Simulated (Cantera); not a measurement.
An isothermal, constant-pressure homogeneous reactor starts with C2H6 : H2 = 1 : 13 (molar parts), at 1750 K and 4.35 Torr.

Computed with Cantera and GRI-Mech 3.0 (53 species, 325 reactions). GRI-Mech 3.0 stops at C3 and has no aromatics, soot or wall deposition, so with more carbon than oxygen in the feed, carbon stays in small species such as C2H2 where larger ones or solid carbon would form. Radical loss at walls, strong at low pressure, is not modelled.

x: mole fraction; the columns are a selection and need not sum to one.

```csv
t (s),x C2H6,x H2,x CH3,x C2H2,x CH4,x CH2,x C2H4
9.00e-5,0.0610,0.920,0.00927,2.87e-6,0.00455,5.66e-6,0.00124
0.000224,0.0387,0.905,0.0193,0.000197,0.0222,2.74e-5,0.00769
0.000556,0.00475,0.877,0.0226,0.00392,0.0674,4.89e-5,0.0140
0.00138,(withheld),0.878,(withheld),(withheld),0.0768,(withheld),(withheld)
0.00343,6.39e-5,0.885,0.00935,0.0224,0.0744,2.02e-5,0.00300
0.00854,3.75e-5,0.892,0.00581,0.0278,0.0695,1.12e-5,0.00146
0.0212,2.00e-5,0.898,0.00350,0.0324,0.0630,5.75e-6,0.000829
0.0527,1.05e-5,0.903,0.00223,0.0368,0.0553,3.14e-6,0.000473
0.131,5.99e-6,0.910,0.00161,0.0417,0.0451,2.19e-6,0.000280
0.326,3.01e-6,0.918,0.00116,0.0482,0.0310,1.78e-6,0.000144
0.809,(withheld),0.926,(withheld),0.0550,(withheld),(withheld),(withheld)
2.01,1.67e-7,0.932,0.000311,0.0596,0.00606,7.82e-7,1.84e-5
5.00,1.92e-8,0.934,0.000114,0.0615,0.00188,3.54e-7,1.20e-5
```

Question: Fill in the missing entries.

Answer: 
- 0.00138, x C2H6: 0.000107
- 0.00138, x CH3: 0.0145
- 0.00138, x C2H2: 0.0146
- 0.00138, x CH2: 3.40e-5
- 0.00138, x C2H4: 0.00732
- 0.809, x C2H6: 9.46e-7
- 0.809, x CH3: 0.000683
- 0.809, x CH4: 0.0161
- 0.809, x CH2: 1.31e-6
- 0.809, x C2H4: 5.19e-5
